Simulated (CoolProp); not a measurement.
Dimethyl carbonate along the isobar 2.18 MPa: density (kg/m³) from the reference equation and from simpler models built on Tc = 557.0 K, pc = 4.909 MPa, ω = 0.346; each cubic takes its own stable root.

Model: reference Helmholtz-energy equation of state, Zhou 2011, in CoolProp.

```
T (K)   phase  reference  Redlich-Kwong  Soave-Redlich-Kwong
-----  ------  ---------  -------------  -------------------
318.5  liquid       1038          889.2                923.5
329.1  liquid       1024          876.9                912.7
339.6  liquid       1010          864.3                901.5
350.2  liquid      995.4          851.1                889.7
360.7  liquid      980.7          837.5                877.3
371.2  liquid      965.9          823.4                864.4
381.8  liquid      950.6          808.6                850.7
392.3  liquid      935.1          793.3                836.4
402.9  liquid      919.1          777.1                821.1
413.4  liquid      902.8          760.4                805.1
```
